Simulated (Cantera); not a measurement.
H2O + SO2 + H2 (abatement and gas-phase synthesis)

Feed: 1 mol H2O, 0.045 mol SO2, 9.6 mol H2, held at 2275 °C.

Method: chemical equilibrium by Gibbs-energy minimisation in Cantera with the NASA 1993 tables (ideal gas, pure condensed phases). Candidate condensed phases: H2O, H2SO4, S; 19 gas species. The ideal-gas law is rough above about 30 bar. The numbers say what is thermodynamically allowed, not how fast it happens.

```tsv
P (Pa)	x H2	x H	x H2O	x O	x OH	x H2S
10	0.0786	0.867	0.00249	0.0433	0.00601	5.17e-8
84	0.323	0.607	0.0346	0.0174	0.0142	1.71e-6
710	0.621	0.289	0.0755	0.00234	0.00769	2.99e-5
6000	0.788	0.112	0.0925	0.000267	0.00288	0.000256
50000	0.855	0.0405	0.0990	3.16e-5	0.00102	0.00110
420000	0.880	0.0142	0.102	3.75e-6	0.000357	0.00249
3600000	0.888	0.00486	0.102	4.37e-7	0.000122	0.00353
30000000	0.891	0.00169	0.103	5.24e-8	4.25e-5	0.00398
```
x: gas mole fraction; nothing condenses.

From 0.000100 bar to 300 bar nothing is condensed.
